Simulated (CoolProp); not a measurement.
Sulfur dioxide along the isotherm 255.5 K: density (kg/m³) from the reference equation and from simpler models built on Tc = 430.6 K, pc = 7.887 MPa, ω = 0.256; each cubic takes its own stable root.

Values from CoolProp's reference Helmholtz-energy equation of state, Gao 2016.

```csv
p (MPa),phase,reference,van der Waals,Redlich-Kwong,Soave-Redlich-Kwong
0.0623,gas,1.915,1.894,1.900,1.903
0.142,liquid,1482,4.361,4.398,1326
0.323,liquid,1482,10.17,1288,1326
0.735,liquid,1482,874.0,1288,1327
1.67,liquid,1484,876.6,1290,1328
3.81,liquid,1487,882.1,1294,1331
8.66,liquid,1494,893.4,1303,1338
19.7,liquid,1508,914.1,1320,1351
```

At some of these states van der Waals, Redlich-Kwong gives the other phase, because its saturation line lies elsewhere.
